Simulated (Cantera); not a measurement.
**Dilute partial oxidation**

An isothermal, constant-pressure homogeneous reactor starts with CH3OH : O2 : N2 = 0.027 : 0.0033 : 1 (molar parts), at 948 K and 4.60 bar.

Model: GRI-Mech 3.0 (53 species, 325 reactions), integrated in Cantera. GRI-Mech 3.0 was tuned for natural gas; its chemistry of methanol as a main component is partial and can be far from experiment. Below about 1000 K GRI-Mech 3.0 lacks low-temperature oxidation paths.

```tsv
t (s)	x CH3OH	x O2	x CH2	x C2H2	x HCN	x HCO	x HO2
2.00e-5	0.0262	0.00320	<1e-12	<1e-12	<1e-12	<1e-12	5.70e-12
5.64e-5	0.0262	0.00320	<1e-12	<1e-12	<1e-12	<1e-12	1.78e-11
0.000159	0.0262	0.00320	<1e-12	<1e-12	<1e-12	<1e-12	5.51e-11
0.000448	0.0262	0.00320	<1e-12	<1e-12	<1e-12	<1e-12	1.69e-10
0.00126	0.0262	0.00320	<1e-12	<1e-12	<1e-12	<1e-12	4.98e-10
0.00356	0.0262	0.00320	<1e-12	<1e-12	<1e-12	<1e-12	1.42e-9
0.0100	0.0262	0.00320	<1e-12	<1e-12	<1e-12	<1e-12	4.03e-9
0.0283	0.0262	0.00320	<1e-12	<1e-12	<1e-12	<1e-12	1.13e-8
0.0797	0.0262	0.00320	<1e-12	<1e-12	<1e-12	<1e-12	3.14e-8
0.225	0.0262	0.00320	<1e-12	<1e-12	<1e-12	<1e-12	8.55e-8
0.634	0.0262	0.00320	<1e-12	<1e-12	<1e-12	<1e-12	2.97e-7
1.79	0.00102	1.21e-12	<1e-12	7.35e-9	1.85e-10	1.79e-10	<1e-12
5.03	0.000626	<1e-12	<1e-12	7.34e-9	1.85e-10	1.05e-10	<1e-12
14.2	0.000171	<1e-12	<1e-12	7.66e-9	1.85e-10	3.00e-11	<1e-12
40.0	8.74e-6	<1e-12	<1e-12	8.73e-9	1.85e-10	5.15e-12	<1e-12
```
x: mole fraction; the columns are a selection and need not sum to one.

Equilibrium at this temperature and pressure: CH3OH 4.50e-11, O2 <1e-12, CH2 <1e-12, C2H2 1.00e-11, HCN 6.98e-7, HCO <1e-12, HO2 <1e-12 (gas phase only).
